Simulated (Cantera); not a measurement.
Input: 1 mol K2CO3, 3.1 mol CO2, 15 mol O2.

These are equilibrium values from Cantera (NASA tables, ideal gas, pure condensed phases), not measurements of a reactor. Candidate condensed phases: C, K, KO2, K2CO3, K2O, K2O2; 15 gas species. The numbers say what is thermodynamically allowed, not how fast it happens.

Stable condensed phases, one row left out:

```
T in K \ P in Pa
              10      52     270    1400    7200   37000  190000 1000000
   2050        A       A       A       A       A       A       B       B
   1900        A       A       A       A       A       A       B       B
   1750        A       A       A       A       A       B       B       B
   1600        A       A       A       A       B       B       B       B
   1300        A       A       B       B       B       B       B       B
   1150        B       B       B       B       B       B       B       B
   1000        B       B       B       B       B       B       B       B
    850        B       B       B       B       B       B       B       B
    700        B       B       B       B       B       B       B       B
```

A: gas only; B: K2CO3.

### Question
Give the row for 1450 K.

### Answer
10: gas only; 52: gas only; 270: gas only; 1400: K2CO3; 7200: K2CO3; 37000: K2CO3; 190000: K2CO3; 1000000: K2CO3.
